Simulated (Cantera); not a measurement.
Charge: 1 mol Si, a varied amount of HCl, held at 200 °C and 11.0 mbar.

Equilibrium computed with Cantera from the NASA thermochemical tables; the gas is ideal and each condensed phase is pure. Candidate condensed phases: Si; 19 gas species. The numbers say what is thermodynamically allowed, not how fast it happens.

x: gas mole fraction; n: condensed amount in mol.

```json
[
 {"n(HCl) (mol)": "3.2", "x HCl": "2.65e-6", "x H₂": "0.652", "x SiCl₄": "0.303", "x SiHCl₃": "0.0447", "x SiH₂Cl₂": "0.000199", "x SiH₃Cl": "1.45e-7", "n Si(s)": "0.173"},
 {"n(HCl) (mol)": "6.4", "x HCl": "0.444", "x H₂": "0.370", "x SiCl₄": "0.185", "x SiHCl₃": "9.23e-8", "x SiH₂Cl₂": "<1e-12", "x SiH₃Cl": "<1e-12", "n Si(s)": "0"},
 {"n(HCl) (mol)": "9.6", "x HCl": "(withheld)", "x H₂": "(withheld)", "x SiCl₄": "(withheld)", "x SiHCl₃": "(withheld)", "x SiH₂Cl₂": "<1e-12", "x SiH₃Cl": "<1e-12", "n Si(s)": "0"},
 {"n(HCl) (mol)": "13", "x HCl": "0.750", "x H₂": "(withheld)", "x SiCl₄": "(withheld)", "x SiHCl₃": "(withheld)", "x SiH₂Cl₂": "<1e-12", "x SiH₃Cl": "<1e-12", "n Si(s)": "0"},
 {"n(HCl) (mol)": "16", "x HCl": "0.800", "x H₂": "0.133", "x SiCl₄": "0.0667", "x SiHCl₃": "6.65e-9", "x SiH₂Cl₂": "<1e-12", "x SiH₃Cl": "<1e-12", "n Si(s)": "0"},
 {"n(HCl) (mol)": "19", "x HCl": "0.833", "x H₂": "0.111", "x SiCl₄": "0.0556", "x SiHCl₃": "4.43e-9", "x SiH₂Cl₂": "<1e-12", "x SiH₃Cl": "<1e-12", "n Si(s)": "0"},
 {"n(HCl) (mol)": "22", "x HCl": "0.857", "x H₂": "0.0952", "x SiCl₄": "0.0476", "x SiHCl₃": "3.17e-9", "x SiH₂Cl₂": "<1e-12", "x SiH₃Cl": "<1e-12", "n Si(s)": "0"},
 {"n(HCl) (mol)": "26", "x HCl": "0.880", "x H₂": "0.0800", "x SiCl₄": "0.0400", "x SiHCl₃": "2.18e-9", "x SiH₂Cl₂": "<1e-12", "x SiH₃Cl": "<1e-12", "n Si(s)": "0"}
]
```

Task: What belongs in the gaps?

Result: 
- 13, x H₂: 0.167
- 13, x SiCl₄: 0.0833
- 13, x SiHCl₃: 1.11e-8
- 9.6, x HCl: 0.651
- 9.6, x H₂: 0.233
- 9.6, x SiCl₄: 0.116
- 9.6, x SiHCl₃: 2.48e-8
